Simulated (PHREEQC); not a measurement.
Consider water at 25 °C with 2.9 mol/kgw KCl. Closed to the air; pH follows from the charge balance.

All values are PHREEQC results (Pitzer model, pitzer.dat), not measurements.

```yaml
ionic_strength: 2.90 mol/kgw
activity_of_water: 0.907
density: 1.115 g/cm³
osmotic_coefficient: 0.935
```

```csv
species,molality,activity,log γ
Cl-,2.90,1.65,-0.244
K+,2.90,1.65,-0.244
OH-,1.01e-7,7.45e-8,-0.130
H+,1.01e-7,1.23e-7,0.089
```

No solid was allowed to form. Complexes and solids missing from the database can't appear.
